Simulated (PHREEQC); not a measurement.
## Reverse-osmosis permeate: an equilibrium model

A made-up water analysis in mg/kgw, 73 °C, pH 6.39, pe 8.5: Na 6.27; K 2.2; Ca 2.76; Mg 0.535; Cl 4.22; S(6) as SO4 10; Alkalinity as HCO3 11.6; Pb 0.489; Si as SiO2 0.109; O(0) (dissolved oxygen) 0.00543.

Valence states are taken as typed.

All values are PHREEQC results (ion-association model, phreeqc.dat), not measurements.

Each row changes one thing in this solution. No solid was allowed to form.

```json
[
 {"case": "as made", "HCO3- (mol/kgw)": "0.000188", "CO2 (mol/kgw)": "0.000153", "Mg+2 (mol/kgw)": "2.08e-5", "Pb+2 (mol/kgw)": "1.36e-6", "CaSO4 (mol/kgw)": "1.28e-6", "MgSO4 (mol/kgw)": "1.11e-6", "SI of Pb(OH)2 (Pb(OH)2)": "+0.13", "SI of Quartz (SiO2)": "-2.37"},
 {"case": "temperature from 73 to 5 °C at the same typed pH", "HCO3- (mol/kgw)": "0.000189", "CO2 (mol/kgw)": "0.000246", "Mg+2 (mol/kgw)": "2.17e-5", "Pb+2 (mol/kgw)": "1.66e-6", "CaSO4 (mol/kgw)": "8.38e-7", "MgSO4 (mol/kgw)": "2.39e-7", "SI of Pb(OH)2 (Pb(OH)2)": "-1.94", "SI of Quartz (SiO2)": "-1.45"},
 {"case": "all concentrations times 4 at the same typed pH", "HCO3- (mol/kgw)": "0.000745", "CO2 (mol/kgw)": "0.000591", "Mg+2 (mol/kgw)": "7.52e-5", "Pb+2 (mol/kgw)": "2.77e-6", "CaSO4 (mol/kgw)": "1.47e-5", "MgSO4 (mol/kgw)": "1.20e-5", "SI of Pb(OH)2 (Pb(OH)2)": "+0.39", "SI of Quartz (SiO2)": "-1.77"},
 {"case": "Pb from 0.489 to 0.978 mg/kgw", "HCO3- (mol/kgw)": "0.000186", "CO2 (mol/kgw)": "0.000152", "Mg+2 (mol/kgw)": "2.08e-5", "Pb+2 (mol/kgw)": "2.72e-6", "CaSO4 (mol/kgw)": "1.27e-6", "MgSO4 (mol/kgw)": "1.11e-6", "SI of Pb(OH)2 (Pb(OH)2)": "+0.43", "SI of Quartz (SiO2)": "-2.37"},
 {"case": "pH from 6.39 to 6.69 at the same alkalinity", "HCO3- (mol/kgw)": "0.000187", "CO2 (mol/kgw)": "7.63e-5", "Mg+2 (mol/kgw)": "2.08e-5", "Pb+2 (mol/kgw)": "1.04e-6", "CaSO4 (mol/kgw)": "1.28e-6", "MgSO4 (mol/kgw)": "1.11e-6", "SI of Pb(OH)2 (Pb(OH)2)": "+0.61", "SI of Quartz (SiO2)": "-2.37"}
]
```

Some of these states are supersaturated (in Pb(OH)2, Cerussite, for instance). Constants without temperature data keep their 25 °C values here.
